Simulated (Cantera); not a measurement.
Pyrogenic steam for wet oxidation

An isothermal, constant-pressure homogeneous reactor starts with H₂ : O₂ : N₂ = 0.51 : 1 : 2.6 (molar parts), equivalence ratio 0.26, at 950 K and 0.590 bar.

Cantera simulation using GRI-Mech 3.0 (53 species, 325 reactions); the numbers are that mechanism's predictions, not measurements. The temperature is held fixed by assumption; the heat of reaction is taken as removed at once.

```tsv
t (s)	x H₂	x O₂	x N₂O	x NO	x HO₂	x H₂O
1.00e-6	0.124	0.243	<1e-12	<1e-12	3.18e-12	<1e-12
8.75e-6	0.124	0.243	<1e-12	<1e-12	3.40e-11	6.04e-12
7.65e-5	0.124	0.243	<1e-12	<1e-12	1.06e-9	1.15e-9
0.000669	0.102	0.234	8.65e-10	9.54e-9	0.000115	0.0213
0.00586	0.0359	0.208	5.59e-9	1.49e-8	4.70e-5	0.0939
0.0512	0.0289	0.205	6.78e-9	1.94e-8	6.40e-5	0.101
0.448	0.00357	0.195	1.55e-8	8.22e-9	2.22e-5	0.128
3.92	5.70e-5	0.193	2.19e-8	1.06e-9	8.26e-7	0.132
34.3	1.93e-6	0.193	2.18e-8	1.18e-9	4.41e-8	0.132
300	7.31e-12	0.193	1.83e-8	5.24e-8	3.86e-10	0.132
```
x: mole fraction; the columns are a selection and need not sum to one.

Equilibrium at this temperature and pressure: H₂ 7.19e-12, O₂ 0.193, N₂O 9.65e-10, NO 1.57e-5, HO₂ 3.80e-10, H₂O 0.132 (gas phase only).
